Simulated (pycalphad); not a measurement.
All values are pycalphad results on the COST 507 light-alloy database (1999) (1 atm), not direct measurements. The database dates from 1999; later assessments differ in places, in temperatures and in the compounds included. Amounts are mole fractions of atoms.

### Question
Compare equilibrium and Scheil-Gulliver solidification of Ti-11.57C (wt.%).

### Answer
Both start at the liquidus, 3270 K. In full equilibrium the last liquid goes at 2760 K (range 510 K), and at 2700 K the alloy holds FCC_A1. With no diffusion in the solid (Scheil-Gulliver, steps of 4 K) the liquid lasts to an invariant point at 1925 K (range 1345 K), where the last 0.12 of it freezes; the solid then holds FCC_A1 0.89, BCC_A2 0.11.

```
last step ahead of the change, T (K)  liquid left there  liquid composition there (wt.%)  solids forming below it
------------------------------------  -----------------  -------------------------------  -----------------------
3270                                               1.00                           11.6 C                   FCC_A1
1925                                               0.12                           0.80 C          BCC_A2 + FCC_A1
```
Solids once formed stay as they are in this model, so peritectic reactions do not proceed; the changes are located to one step.

FCC_A1 is fcc; BCC_A2 is bcc. The fcc model also describes the rock-salt carbide or nitride (TiC, TiN, HfC).
